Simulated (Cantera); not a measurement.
A closed system holds: 1 mol Si₂H₆, 0.79 mol O₂, 11 mol N₂, held at 0.100 bar.

Cantera equilibrium calculation (NASA polynomials, part measured and part estimated; ideal gas, pure solids and liquids). Candidate condensed phases: H₂O, Si, SiO₂, Si₂N₂O, Si₃N₄; 35 gas species. The feed counts by its element totals alone. N₂ is the only nitrogen source here; it is nearly inert below about 1500 K, so the nitride shown seldom forms there in practice. Mutual solubility and eutectic melting of coexisting phases are not modelled. The tables hold silica as quartz up to 1696 K and as liquid above; real silica turns to tridymite and cristobalite and melts near 1996 K. Equilibrium is a limit: real reactors are often held back by kinetics, nucleation or transport.

Question: At 1298 K, list the 3 most abundant gas species with their mole fractions, and the condensed phases.

Answer: N₂ 0.773, H₂ 0.227, H₂O 4.53e-5. Condensed: SiO₂(β-quartz) + Si₂N₂O(s).
